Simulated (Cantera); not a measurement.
A closed system holds: 1 mol Cr, a varied amount of H₂O, 0.4 mol N₂, at 1.33 mbar.

These are equilibrium values from Cantera (NASA tables, ideal gas, pure condensed phases), not measurements of a reactor. Candidate condensed phases: Cr, CrN, Cr₂N, Cr₂O₃, H₂O; 29 gas species. Mutual solubility and eutectic melting of coexisting phases are not modelled. Rates play no part.

Problem. What condenses at these points (T in K, n(H₂O) in mol): (1875, 0.21); (1975, 0.52); (2075, 1.3); (2325, 3.3); (1875, 0.52); (1925, 3.3)?

Solution. 
| T (K) | n(H₂O) in mol | condensed phases | Cr condensed (%) |
|---|---|---|---|
| 1875 | 0.21 | Cr + Cr₂O₃ | 85.4 |
| 1975 | 0.52 | Cr₂O₃ | 33.5 |
| 2075 | 1.3 | Cr₂O₃ | 75.4 |
| 2325 | 3.3 | gas only | 0.0 |
| 1875 | 0.52 | Cr + Cr₂O₃ | 78.0 |
| 1925 | 3.3 | Cr₂O₃ | 99.8 |
